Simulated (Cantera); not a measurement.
An adiabatic, constant-pressure homogeneous reactor starts with 10.4 % CH4, 18.8 % O2, 70.8 % N2, equivalence ratio 1.1, at 1450 K and 41000 Pa.

Model: GRI-Mech 3.0 (53 species, 325 reactions), integrated in Cantera.

One state of this run: T (K) = 1468; x CH4 = 0.0987; x O2 = 0.185; x CO = 0.000904; x CH2CO = 5.59e-6; x C2H2 = 1.58e-6. x: mole fraction; the columns are a selection and need not sum to one.

**Question.** Which value of t (s) does it belong to?
(A) 0.00300
(B) 0.949
(C) 0.300
(D) 0.000949

**Answer.** A, 0.00300
